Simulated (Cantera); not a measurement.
Mixture: C3H8 : O2 : N2 : H2O = 1 : 5.62 : 21.1 : 2.2 (molar parts), at 35.0 bar, adiabatic and at constant volume. Ignition delay is the time to a rise of 400 K.

Detailed kinetics in Cantera: GRI-Mech 3.0 (53 species, 325 reactions). GRI-Mech 3.0 was tuned for natural gas; its chemistry of propane as a main component is partial and can be far from experiment. The pressure lies above the range GRI-Mech 3.0 was tuned for (to about 10 atm).

Predict: delay at 1275 K; delay at 1325 K; delay at 1375 K; delay at 1425 K; delay at 1475 K; delay at 1525 K; apparent activation energy between 1425 and 1525 K.


```json
{
  "delay at 1275 K": "0.172 ms",
  "delay at 1325 K": "82.7 µs",
  "delay at 1375 K": "41.4 µs",
  "delay at 1425 K": "21.7 µs",
  "delay at 1475 K": "12.0 µs",
  "delay at 1525 K": "6.98 µs",
  "apparent activation energy between 1425 and 1525 K": "210 kJ/mol"
}
```
